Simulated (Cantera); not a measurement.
A Cantera script and what it prints.

```python
import numpy as np
import cantera as ct

gas_names = [...]  # 91 gases of nasa_gas.yaml made of C, Cl, H
cond_names = """
    C(gr) C6H6(L) C7H8(L) C8H18(L),n-octa
""".split()


# ... load() reads the species with a 1 bar reference pressure and builds the phases ...
atoms = {
    'CH4': {'C': 1, 'H': 4},
    'H2': {'H': 2},
    'HCl': {'H': 1, 'CL': 1},
}
top_T = {'C(gr)': 4500}  # K; cautious upper limits of use, not melting points


# ... equilibrate(T, P, feed) seeds the gas with the atoms and calls Mixture.equilibrate('TP', solver="vcs", rtol=1e-11, max_steps=5000) ...
results = []
feed = {'CH4': 1, 'H2': 2.4, 'HCl': 0.00014}  # mol
P = 13332.2  # Pa
for T in [2725, 2750, 2775, 2800, 2825, 2850, 2875, 2900, 2925, 2950, 2975]:
    mix = equilibrate(T, P, feed)
    results.append((T, P, feed, dict(zip(mix.species_names, mix.species_moles))))
    x = sorted(zip(gas.X, gas.species_names), reverse=True)
    print(f"T = {T:g} K  P = {P:g} Pa  gas = {mix.phase_moles(0):.4g} mol")
    print("   x: " + "  ".join(f"{s} {v:.3e}" for v, s in x if v > 1e-05))
    print("   condensed (mol): " + ("  ".join(f"{mix.phase(i).name} {mix.phase_moles(i):.4g}"
          for i in range(1, mix.n_phases) if mix.phase_moles(i) > 1e-12) or "none"))
```

It prints:

```
T = 2725 K  P = 13332.2 Pa  gas = 4.771 mol
   x: H2 8.228e-01  H 1.550e-01  C2H2,acetylene 2.121e-02  C2H 4.435e-04  C4H2 2.273e-04  C3 9.168e-05  C2H2,vinylidene 3.315e-05  CH3 3.125e-05  HCL 2.594e-05  C 2.127e-05  CH2 1.295e-05
   condensed (mol): C(gr) 0.7868
T = 2750 K  P = 13332.2 Pa  gas = 4.807 mol
   x: H2 8.078e-01  H 1.684e-01  C2H2,acetylene 2.273e-02  C2H 5.493e-04  C4H2 2.660e-04  C3 1.265e-04  C2H2,vinylidene 3.809e-05  CH3 3.205e-05  C 2.832e-05  HCL 2.544e-05  CH2 1.478e-05  C2 1.224e-05
   condensed (mol): C(gr) 0.7682
T = 2775 K  P = 13332.2 Pa  gas = 4.845 mol
   x: H2 7.919e-01  H 1.825e-01  C2H2,acetylene 2.428e-02  C2H 6.771e-04  C4H2 3.098e-04  C3 1.736e-04  C2H2,vinylidene 4.359e-05  C 3.751e-05  CH3 3.276e-05  HCL 2.491e-05  C2 1.687e-05  CH2 1.679e-05
   condensed (mol): C(gr) 0.7483
T = 2800 K  P = 13332.2 Pa  gas = 4.886 mol
   x: H2 7.752e-01  H 1.973e-01  C2H2,acetylene 2.586e-02  C2H 8.307e-04  C4H2 3.591e-04  C3 2.368e-04  C2H2,vinylidene 4.965e-05  C 4.942e-05  CH3 3.339e-05  HCL 2.436e-05  C2 2.313e-05  CH2 1.901e-05  CH 1.016e-05
   condensed (mol): C(gr) 0.7271
T = 2825 K  P = 13332.2 Pa  gas = 4.929 mol
   x: H2 7.577e-01  H 2.128e-01  C2H2,acetylene 2.746e-02  C2H 1.014e-03  C4H2 4.144e-04  C3 3.212e-04  C 6.481e-05  C2H2,vinylidene 5.633e-05  CH3 3.392e-05  C2 3.152e-05  HCL 2.378e-05  CH2 2.142e-05  CH 1.257e-05
   condensed (mol): C(gr) 0.7044
T = 2850 K  P = 13332.2 Pa  gas = 4.976 mol
   x: H2 7.394e-01  H 2.291e-01  C2H2,acetylene 2.907e-02  C2H 1.233e-03  C4H2 4.761e-04  C3 4.333e-04  C 8.457e-05  C2H2,vinylidene 6.362e-05  C2 4.273e-05  CH3 3.435e-05  CH2 2.405e-05  HCL 2.318e-05  CH 1.547e-05
   condensed (mol): C(gr) 0.6802
T = 2875 K  P = 13332.2 Pa  gas = 5.026 mol
   x: H2 7.204e-01  H 2.460e-01  C2H2,acetylene 3.068e-02  C2H 1.492e-03  C3 5.812e-04  C4H2 5.444e-04  C 1.098e-04  C2H2,vinylidene 7.155e-05  C2 5.760e-05  CH3 3.466e-05  CH2 2.688e-05  HCL 2.255e-05  CH 1.896e-05  C6H2 1.022e-05
   condensed (mol): C(gr) 0.6541
T = 2900 K  P = 13332.2 Pa  gas = 5.079 mol
   x: H2 7.006e-01  H 2.635e-01  C2H2,acetylene 3.227e-02  C2H 1.798e-03  C3 7.757e-04  C4H2 6.196e-04  C 1.420e-04  C2H2,vinylidene 8.012e-05  C2 7.725e-05  CH3 3.485e-05  CH2 2.992e-05  CH 2.312e-05  HCL 2.190e-05  C6H2 1.259e-05  C5 1.038e-05
   condensed (mol): C(gr) 0.626
T = 2925 K  P = 13332.2 Pa  gas = 5.136 mol
   x: H2 6.801e-01  H 2.816e-01  C2H2,acetylene 3.384e-02  C2H 2.156e-03  C3 1.030e-03  C4H2 7.019e-04  C 1.828e-04  C2 1.031e-04  C2H2,vinylidene 8.933e-05  CH3 3.492e-05  CH2 3.317e-05  CH 2.807e-05  HCL 2.122e-05  C6H2 1.542e-05  C5 1.493e-05
   condensed (mol): C(gr) 0.5956
T = 2950 K  P = 13332.2 Pa  gas = 5.196 mol
   x: H2 6.590e-01  H 3.003e-01  C2H2,acetylene 3.536e-02  C2H 2.575e-03  C3 1.360e-03  C4H2 7.916e-04  C 2.343e-04  C2 1.368e-04  C2H2,vinylidene 9.916e-05  CH2 3.661e-05  CH3 3.486e-05  CH 3.392e-05  C5 2.134e-05  HCL 2.053e-05  C6H2 1.878e-05
   condensed (mol): C(gr) 0.5625
T = 2975 K  P = 13332.2 Pa  gas = 5.261 mol
   x: H2 6.372e-01  H 3.195e-01  C2H2,acetylene 3.684e-02  C2H 3.062e-03  C3 1.788e-03  C4H2 8.885e-04  C 2.991e-04  C2 1.808e-04  C2H2,vinylidene 1.096e-04  CH 4.081e-05  CH2 4.024e-05  CH3 3.467e-05  C5 3.033e-05  C6H2 2.272e-05  HCL 1.981e-05
   condensed (mol): C(gr) 0.5263
```

These are equilibrium values from Cantera (NASA tables, ideal gas, pure condensed phases), not measurements of a reactor.
